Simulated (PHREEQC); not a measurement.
Polishing slurry liquid: speciation

A solution holds 0.024 mol KOH and 2.4e-07 mol H4SiO4 per kg of water, at 47 °C. Closed to the air; pH follows from the charge balance.

All values are PHREEQC results (ion-association model, phreeqc.dat), not measurements.

```yaml
pH: 11.65
ionic_strength: 0.0240 mol/kgw
specific_conductance: 9060 µS/cm
total_alkalinity: 24.0 meq/kg
```

```csv
species,molality,activity,log γ
OH-,0.0240,0.0204,-0.070
K+,0.0240,0.0205,-0.069
H3SiO4-,2.05e-7,1.75e-7,-0.068
H2SiO4-2,3.39e-8,1.87e-8,-0.258
H4SiO4,1.35e-9,1.36e-9,0.002
```

This is a speciation only: nothing precipitates in the calculation. Away from 25 °C the constants follow the database's enthalpies or fits; those with neither stay at their 25 °C values.
